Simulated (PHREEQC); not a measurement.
Solution (90 °C): 91 mmol/kgw HF, 0.62 mmol/kgw NH3 and 0.069 mmol/kgw NaCl. Closed to the air; pH follows from the charge balance.

Equilibrium calculation in PHREEQC: ion-association model, phreeqc.dat.

This is a speciation only: nothing precipitates in the calculation.

**Question.** Order these F species by the share of F that they hold, largest first: HF2-, HF, F-.

**Answer.** HF (93 %), F- (4.3 %), HF2- (3.0 %)

The pH is 2.37 and the ionic strength 0.00535 mol/kgw. Constants without temperature data keep their 25 °C values here.
